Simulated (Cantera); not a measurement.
Input: 1 mol Al2O3, 0.27 mol H2O, 0.075 mol N2, at 1450 K and 1.70 bar.

Cantera equilibrium calculation (NASA polynomials, part measured and part estimated; ideal gas, pure solids and liquids). Candidate condensed phases: Al, AlN, Al2O3, H2O; 35 gas species. Gases not in the tables: Al(OH)3. Equilibrium is a limit: real reactors are often held back by kinetics, nucleation or transport.

Base state: H2O 0.782, N2 0.217, H2 9.13e-5, O2 3.87e-5, OH 1.42e-5 (mole fractions); condensed: Al2O3(s).

### Question
What changes in the equilibrium state with this change: Al2O3 replaced by Fe2O3?

### Answer
| species | before | after |
|---|---|---|
| H2O | 0.782 | 0.782 |
| N2 | 0.217 | 0.217 |
| O2 | 3.87e-5 | 0.000859 |
| H2 | 9.13e-5 | 1.94e-5 |
| NO | 6.78e-6 | 3.19e-5 |
| OH | 1.42e-5 | 3.09e-5 |
| Al2O3(s), mol | 1.00 | 0 |
| Fe2O3(s), mol | 0 | 0.998 |
| Fe3O4(s), mol | 0 | 0.00121 |
Mutual solubility and eutectic melting of coexisting phases are not modelled. Further candidate phases: Fe, FeO, Fe(OH)2, Fe(OH)3, Fe2O3, Fe3O4.

### Question
What changes in the equilibrium state with this change: Al2O3 replaced by PbO?

### Answer
| species | before | after |
|---|---|---|
| H2O | 0.782 | 0.780 |
| N2 | 0.217 | 0.217 |
| PbO | 0 | 0.00268 |
| Pb | 0 | 0.000466 |
| O2 | 3.87e-5 | 0.000237 |
| H2 | 9.13e-5 | 3.68e-5 |
| NO | 6.78e-6 | 1.67e-5 |
| OH | 1.42e-5 | 2.24e-5 |
| Al2O3(s), mol | 1.00 | 0 |
| PbO(l), mol | 0 | 0.999 |
Gases not in the tables: (PbO)n polymers. Further candidate phases: Pb, PbO, PbO2, Pb3O4.

### Question
What changes in the equilibrium state with this change: 0.2 mol Cl2 added?

### Answer
```tsv
species	before	after
HCl	0	0.552
H2O	0.782	0.150
O2	3.87e-5	0.138
Cl2	0	0.0362
N2	0.217	0.118
Cl	0	0.00602
HOCl	0	8.08e-5
ClO	0	7.65e-5
H2	9.13e-5	2.93e-7
Al2O3(s), mol	1.00	1.000
```
Further candidate phases: AlCl3, NH4Cl.
